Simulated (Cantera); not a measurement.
# Premixed flame

A freely propagating, adiabatic, planar premixed flame of 27.2 % CO, 1.39 % H2, 12.3 % O2, 59.1 % N2, unburnt at 323 K and 1.09 atm; mixture-averaged transport, grid criteria slope 0.08 and curve 0.16, no radiation.

Detailed kinetics in Cantera: GRI-Mech 3.0 (53 species, 325 reactions). Burning velocities carry a grid error of a few per cent, more on coarse grids.

```json
[
 {"z (mm)": "-2.25", "T (K)": "323", "u (m/s)": "0.378", "x CO": "0.272", "x H2": "0.0139", "x O2": "0.123", "x H2O": "<1e-8", "x CO2": "<1e-8", "x O": "<1e-8"},
 {"z (mm)": "-1.50", "T (K)": "323", "u (m/s)": "0.378", "x CO": "0.272", "x H2": "0.0138", "x O2": "0.123", "x H2O": "1.91e-7", "x CO2": "3.71e-8", "x O": "<1e-8"},
 {"z (mm)": "-1.13", "T (K)": "323", "u (m/s)": "0.378", "x CO": "0.272", "x H2": "0.0136", "x O2": "0.123", "x H2O": "1.87e-6", "x CO2": "5.76e-7", "x O": "<1e-8"},
 {"z (mm)": "-0.750", "T (K)": "324", "u (m/s)": "0.379", "x CO": "0.273", "x H2": "0.0130", "x O2": "0.123", "x H2O": "2.19e-5", "x CO2": "1.14e-5", "x O": "<1e-8"},
 {"z (mm)": "-0.375", "T (K)": "372", "u (m/s)": "0.434", "x CO": "0.271", "x H2": "0.0104", "x O2": "0.122", "x H2O": "0.000741", "x CO2": "0.00122", "x O": "1.27e-7"},
 {"z (mm)": "-0.188", "T (K)": "668", "u (m/s)": "0.772", "x CO": "0.253", "x H2": "0.00761", "x O2": "0.111", "x H2O": "0.00460", "x CO2": "0.0189", "x O": "7.49e-5"},
 {"z (mm)": "0", "T (K)": "1121", "u (m/s)": "1.27", "x CO": "0.206", "x H2": "0.00377", "x O2": "0.0836", "x H2O": "0.00961", "x CO2": "0.0697", "x O": "0.00309"},
 {"z (mm)": "0.188", "T (K)": "1419", "u (m/s)": "1.57", "x CO": "0.157", "x H2": "0.00136", "x O2": "0.0540", "x H2O": "0.0102", "x CO2": "0.128", "x O": "0.00908"},
 {"z (mm)": "0.375", "T (K)": "1588", "u (m/s)": "1.72", "x CO": "0.127", "x H2": "0.00105", "x O2": "0.0380", "x H2O": "0.00855", "x CO2": "0.165", "x O": "0.0108"},
 {"z (mm)": "0.750", "T (K)": "1755", "u (m/s)": "1.88", "x CO": "0.106", "x H2": "0.00115", "x O2": "0.0283", "x H2O": "0.00847", "x CO2": "0.191", "x O": "0.00863"},
 {"z (mm)": "1.50", "T (K)": "1903", "u (m/s)": "2.02", "x CO": "0.0938", "x H2": "0.00110", "x O2": "0.0226", "x H2O": "0.0104", "x CO2": "0.206", "x O": "0.00540"},
 {"z (mm)": "3.00", "T (K)": "2022", "u (m/s)": "2.12", "x CO": "0.0823", "x H2": "0.000941", "x O2": "0.0173", "x H2O": "0.0119", "x CO2": "0.221", "x O": "0.00313"},
 {"z (mm)": "6.00", "T (K)": "2117", "u (m/s)": "2.21", "x CO": "0.0715", "x H2": "0.000785", "x O2": "0.0122", "x H2O": "0.0129", "x CO2": "0.234", "x O": "0.00171"}
]
```
x: mole fraction of selected species; z is measured from the peak of heat release.

```yaml
laminar_burning_velocity: 37.8 cm/s
thermal_thickness: 0.750 mm
peak x(O): 0.0108
grid_points: 124
```
